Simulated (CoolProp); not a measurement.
Properties of n-perfluoropentane along the isobar 0.101 MPa.

Values from CoolProp's reference Helmholtz-energy equation of state, Gao 2022.

| T (K) | phase | cp (kJ/(kg K)) | cv (kJ/(kg K)) | Joule-Thomson coefficient (K/MPa) | isothermal compressibility (1/MPa) |
|---|---|---|---|---|---|
| 207.3 | liquid | 0.8763 | 0.6850 | -0.4163 | 0.001341 |
| 228.2 | liquid | 0.9128 | 0.7183 | -0.3866 | 0.001599 |
| 249.1 | liquid | 0.9519 | 0.7518 | -0.3510 | 0.001951 |
| 270 | liquid | 0.9923 | 0.7841 | -0.3075 | 0.002451 |
| 290.9 | liquid | 1.033 | 0.8147 | -0.2520 | 0.003202 |
| 311.8 | gas | 0.8387 | 0.8018 | 19.43 | 10.45 |
| 332.7 | gas | 0.8680 | 0.8329 | 15.71 | 10.33 |
| 353.6 | gas | 0.8958 | 0.8620 | 12.91 | 10.24 |
| 374.5 | gas | 0.9220 | 0.8891 | 10.78 | 10.17 |
| 395.5 | gas | 0.9468 | 0.9147 | 9.128 | 10.12 |
| 416.4 | gas | 0.9700 | 0.9384 | 7.843 | 10.08 |
| 437.3 | gas | 0.9917 | 0.9605 | 6.823 | 10.05 |
| 458.2 | gas | 1.012 | 0.9812 | 6.000 | 10.03 |
| 479.1 | gas | 1.031 | 1.001 | 5.327 | 10.01 |
| 500 | gas | 1.049 | 1.019 | 4.768 | 9.989 |
